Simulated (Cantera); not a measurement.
An isothermal plug-flow reactor at 500 K and 5.00 bar (inlet), inlet velocity 3.9 m/s, active area per volume 430 1/m; feed H2 : O2 : N2 = 0.014 : 0.032 : 0.79 (molar parts).

Cantera simulation using Deutschmann's 1995 Pt surface mechanism with GRI-Mech 3.0 gas chemistry; the numbers are that mechanism's predictions, not measurements. Catalytic surfaces can have several steady states; this one follows from the mechanism file's or the stated starting coverage. Mass transfer to the wall is taken as infinitely fast.

What does this change do: area per volume 430 to 880 1/m?


```json
[
 {"quantity": "x(H2) at z = 0.0032 m", "before": "0.00204", "after": "0.00103"},
 {"quantity": "x(O2) at z = 0.0032 m", "before": "0.0311", "after": "0.0307"},
 {"quantity": "x(H2O) at z = 0.0032 m", "before": "0.0148", "after": "0.0158"},
 {"quantity": "θ(free Pt) at the exit", "before": "0.0960", "after": "0.0495"},
 {"quantity": "θ(O*) at the exit", "before": "0.803", "after": "0.874"},
 {"quantity": "θ(OH*) at the exit", "before": "0.0992", "after": "0.0757"}
]
```

What does this change do: temperature 500 to 625 K?


```
quantity                 before    after
----------------------  -------  -------
x(H2) at z = 0.0032 m   0.00204  0.00162
x(O2) at z = 0.0032 m    0.0311   0.0309
x(H2O) at z = 0.0032 m   0.0148   0.0153
θ(free Pt) at the exit   0.0960   0.0879
θ(O*) at the exit         0.803    0.885
θ(OH*) at the exit       0.0992   0.0272
```

What does this change do: pressure from 5.00 bar to 3.10 bar?


```
quantity                 before    after
----------------------  -------  -------
x(H2) at z = 0.0032 m   0.00204  0.00204
x(O2) at z = 0.0032 m    0.0311   0.0311
x(H2O) at z = 0.0032 m   0.0148   0.0148
θ(free Pt) at the exit   0.0960   0.0960
θ(O*) at the exit         0.803    0.824
θ(OH*) at the exit       0.0992   0.0791
```
